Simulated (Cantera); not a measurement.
**Catalytic stagnation flow on Pt**

A jet of CH₄ : O₂ : N₂ = 0.06 : 0.18 : 0.79 (molar parts) at 300 K and 97.5 Torr hits a platinum plate 6.1 cm away at a mass flux of 0.053 kg/m²/s; the plate temperature is set and raised in steps from an oxygen-covered start.

Detailed kinetics in Cantera: Deutschmann's 1995 Pt surface mechanism with GRI-Mech 3.0 gas chemistry. Catalytic surfaces can have several steady states; this one follows from the mechanism file's or the stated starting coverage.

| plate T (K) | wall x CH₄ | wall x O₂ | wall x H₂O | wall x OH | wall x CO | wall x CO₂ | θ free Pt | θ O* | θ OH* |
|---|---|---|---|---|---|---|---|---|---|
| 850 | 0.0464 | 0.149 | 0.0224 | <1e-8 | 1.15e-5 | 0.0146 | 0.117 | 0.882 | 0.00144 |
| 900 | 0.0351 | 0.125 | 0.0434 | 3.64e-8 | 1.26e-5 | 0.0286 | 0.179 | 0.819 | 0.00191 |
| 950 | 0.0244 | 0.102 | 0.0633 | 1.17e-7 | 1.23e-5 | 0.0418 | 0.250 | 0.747 | 0.00213 |
| 1000 | 0.0168 | 0.0862 | 0.0771 | 3.17e-7 | 1.17e-5 | 0.0511 | 0.325 | 0.673 | 0.00211 |
| 1050 | 0.0121 | 0.0762 | 0.0857 | 7.58e-7 | 1.12e-5 | 0.0569 | 0.399 | 0.599 | 0.00197 |
| 1100 | 0.00906 | 0.0700 | 0.0910 | 1.64e-6 | 1.12e-5 | 0.0605 | 0.470 | 0.528 | 0.00178 |
x: mole fraction at the wall; θ: surface coverage.
